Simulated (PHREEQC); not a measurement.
Make-up at 20 °C: 0.22 mol/kgw KH2PO4, 0.00047 mol/kgw HNO3 and 0.0022 mol/kgw ZnSO4. Closed to the air; pH follows from the charge balance.

All values are PHREEQC results (ion-association model, wateq4f.dat), not measurements.

This is a speciation only: nothing precipitates in the calculation.

Problem. Order these S species by the share of S that they hold, largest first: SO4-2, HSO4-, KSO4-, ZnSO4.

Solution. SO4-2 (70 %), KSO4- (27 %), ZnSO4 (2.9 %), HSO4- (0.13 %)

The pH is 4.28 and the ionic strength 0.228 mol/kgw. Species that the database lacks are ignored. H3PO4, which wateq4f.dat lacks, is added to it with the constant of phreeqc.dat. The database has no phosphate complexes of Zn.
